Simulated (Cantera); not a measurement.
Cantera run, input and output.

```python
import numpy as np
import cantera as ct

gas = ct.Solution("gri30.yaml", transport_model="multicomponent")
show = ['CH4', 'OH', 'CO2']

rows = []
print(f"{'T/K':>7s}{'rho':>11s}{'cp':>10s}{'mu':>11s}{'lambda':>11s}{'Pr':>7s}" + "".join(f"{'D_' + s:>11s}" for s in show))
for T in [400, 500, 600, 700, 800, 900, 1000, 1100, 1200]:
    gas.TPX = T, 670, {'C3H8': 0.75}
    Pr = gas.cp_mass * gas.viscosity / gas.thermal_conductivity
    D = [gas.mix_diff_coeffs_mole[gas.species_index(s)] for s in show]
    rows.append([gas.density, gas.cp_mass, gas.viscosity, gas.thermal_conductivity, Pr, *D])
    print(f"{T:7g}{gas.density:11.4e}{gas.cp_mass:10.1f}{gas.viscosity:11.4e}"
          f"{gas.thermal_conductivity:11.4e}{Pr:7.3f}" + "".join(f"{d:11.4e}" for d in D))
print("SI units: kg/m3, J/kg/K, Pa s, W/m/K, m2/s")
```

It prints:

```
    T/K        rho        cp         mu     lambda     Pr      D_CH4       D_OH      D_CO2
    400 8.8836e-03    2133.9 1.0870e-05 3.0588e-02  0.758 3.2349e-03 4.4084e-03 2.1297e-03
    500 7.1069e-03    2549.2 1.3269e-05 4.4570e-02  0.759 4.8502e-03 6.5368e-03 3.2340e-03
    600 5.9224e-03    2917.3 1.5474e-05 5.9479e-02  0.759 6.7079e-03 8.9719e-03 4.5142e-03
    700 5.0764e-03    3237.2 1.7519e-05 7.4764e-02  0.759 8.7891e-03 1.1692e-02 5.9557e-03
    800 4.4418e-03    3511.9 1.9434e-05 9.0051e-02  0.758 1.1080e-02 1.4680e-02 7.5473e-03
    900 3.9483e-03    3748.9 2.1240e-05 1.0517e-01  0.757 1.3568e-02 1.7923e-02 9.2801e-03
   1000 3.5534e-03    3959.8 2.2954e-05 1.2018e-01  0.756 1.6245e-02 2.1409e-02 1.1147e-02
   1100 3.2304e-03    4120.2 2.4587e-05 1.3411e-01  0.755 1.9103e-02 2.5129e-02 1.3142e-02
   1200 2.9612e-03    4267.0 2.6153e-05 1.4791e-01  0.754 2.2136e-02 2.9076e-02 1.5259e-02
SI units: kg/m3, J/kg/K, Pa s, W/m/K, m2/s
```

Detailed kinetics in Cantera: GRI-Mech 3.0 (53 species, 325 reactions). The composition is frozen, though it would react at the higher temperatures.
